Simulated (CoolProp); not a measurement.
Vapour-liquid equilibrium of R143a (1) + R134a (2) at 0.655 MPa; x and y are mole fractions of (1).

The numbers come from the multi-fluid Helmholtz-energy mixture model, Lemmon and Jacobsen 2000 and Tillner-Roth 1994; pair parameters Lemmon 2004 in CoolProp.

```csv
x,"bubble temperature, mixture model (°C)","bubble temperature, Raoult's law (°C)","y, mixture model","y, Raoult's law"
0.05,23.1,23.0,0.082,0.091
0.2,19.1,18.8,0.302,0.327
0.35,15.3,15.0,0.485,0.515
0.5,11.8,11.5,0.639,0.667
0.65,8.6,8.3,0.768,0.791
0.8,5.6,5.4,0.878,0.892
0.95,2.7,2.7,0.972,0.975
```

The largest gap from Raoult's law is +0.3 K in bubble temperature, at x = 0.5. No azeotrope shows between x = 0.05 and 0.95.

The pair parameters rest on a limited set of measurements; away from them the model extrapolates.
